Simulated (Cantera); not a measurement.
An isothermal, constant-pressure homogeneous reactor starts with H2 : O2 = 0.006 : 2.8 (molar parts), equivalence ratio 0.0011, at 1073 K and 2670 Pa.

Model: the H2/O2 subset of GRI-Mech 3.0, which has no nitrogen chemistry, integrated in Cantera. Radical loss at walls, strong at low pressure, is not modelled.

x: mole fraction; the columns are a selection and need not sum to one.

```csv
t (s),x H2,x O2,x OH,x HO2,x O,x H
0.000500,0.00214,0.998,1.27e-10,1.35e-10,1.44e-10,1.64e-11
0.00114,0.00214,0.998,3.55e-10,3.10e-10,4.56e-10,2.81e-11
0.00261,0.00214,0.998,1.30e-9,7.22e-10,1.94e-9,7.81e-11
0.00595,0.00214,0.998,1.17e-8,1.90e-9,1.89e-8,6.29e-10
0.0136,0.00214,0.998,1.20e-6,3.73e-8,1.97e-6,6.42e-8
0.0310,0.000248,0.996,0.000281,1.67e-6,0.00138,5.75e-5
0.0707,2.06e-6,0.997,8.83e-5,6.15e-7,0.00113,1.41e-5
0.161,9.60e-7,0.997,6.44e-5,4.44e-7,0.000610,5.56e-6
0.368,3.66e-7,0.998,4.03e-5,2.67e-7,0.000238,1.36e-6
0.841,(withheld),0.998,(withheld),(withheld),(withheld),(withheld)
1.92,2.46e-8,0.998,1.10e-5,5.37e-8,1.74e-5,2.72e-8
4.38,5.65e-9,0.998,5.44e-6,1.90e-8,4.19e-6,3.23e-9
10.0,(withheld),0.998,(withheld),(withheld),(withheld),4.19e-10
```

Q: What belongs in the gaps?

A: 
- 0.841, x H2: 1.03e-7
- 0.841, x OH: 2.19e-5
- 0.841, x HO2: 1.31e-7
- 0.841, x O: 6.99e-5
- 0.841, x H: 2.17e-7
- 10.0, x H2: 1.39e-9
- 10.0, x OH: 2.76e-6
- 10.0, x HO2: 6.22e-9
- 10.0, x O: 1.07e-6
